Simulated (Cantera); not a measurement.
Input: 1 mol AlN, 20 mol HCl, 2.5 mol H2, equilibrated at 1900 K and 0.530 bar.

These are equilibrium values from Cantera (NASA tables, ideal gas, pure condensed phases), not measurements of a reactor. Candidate condensed phases: Al, AlCl3, AlN, NH4Cl; 20 gas species. The tables' values for AlCl2 are old estimates; treat these amounts as uncertain. The numbers say what is thermodynamically allowed, not how fast it happens.

Base state: HCl 0.755, H2 0.177, AlCl3 0.0420, N2 0.0222, AlCl2 0.00208, Cl 0.00148, H 0.000458, AlCl 0.000247 (mole fractions); condensed: gas only.

Problem. What changes in the equilibrium state with this change: pressure from 0.530 bar to 0.133 bar?

Solution. 
| species | before | after |
|---|---|---|
| HCl | 0.755 | 0.755 |
| H2 | 0.177 | 0.175 |
| AlCl3 | 0.0420 | 0.0394 |
| AlCl2 | 0.00208 | 0.00387 |
| N2 | 0.0222 | 0.0221 |
| AlCl | 0.000247 | 0.000916 |
| Cl | 0.00148 | 0.00296 |
| H | 0.000458 | 0.000909 |
